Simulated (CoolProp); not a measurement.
Vapour-liquid equilibrium of dimethyl ether (1) + methanol (2) at -38.85 °C; x and y are mole fractions of (1).

Computed with CoolProp (multi-fluid Helmholtz-energy mixture model, Wu 2011 and de Reuck 1993; pair parameters Bell 2016).

| x | bubble pressure, mixture model (MPa) | bubble pressure, Raoult's law (MPa) | y, mixture model | y, Raoult's law |
|---|---|---|---|---|
| 0.05 | 0.007038 | 0.002843 | 0.970 | 0.926 |
| 0.125 | 0.01560 | 0.006773 | 0.987 | 0.971 |
| 0.2 | 0.02235 | 0.01070 | 0.991 | 0.983 |
| 0.275 | 0.02755 | 0.01463 | 0.993 | 0.989 |
| 0.35 | 0.03150 | 0.01856 | 0.994 | 0.992 |
| 0.425 | 0.03452 | 0.02249 | 0.994 | 0.994 |
| 0.5 | 0.03689 | 0.02643 | 0.995 | 0.996 |
| 0.575 | 0.03887 | 0.03036 | 0.995 | 0.997 |
| 0.65 | 0.04070 | 0.03429 | 0.995 | 0.998 |
| 0.725 | 0.04257 | 0.03822 | 0.996 | 0.998 |
| 0.8 | 0.04466 | 0.04215 | 0.996 | 0.999 |
| 0.875 | 0.04715 | 0.04608 | 0.997 | 0.999 |
| 0.95 | 0.05020 | 0.05001 | 0.999 | 1.000 |

The largest gap from Raoult's law is +147.6 % in bubble pressure, at x = 0.05. No azeotrope shows between x = 0.05 and 0.95.

Pair parameters are fitted to limited data, so mixtures are less certain than the pure fluids. With so large a gap from Raoult's law the liquid may split in two, which this calculation doesn't test in full.
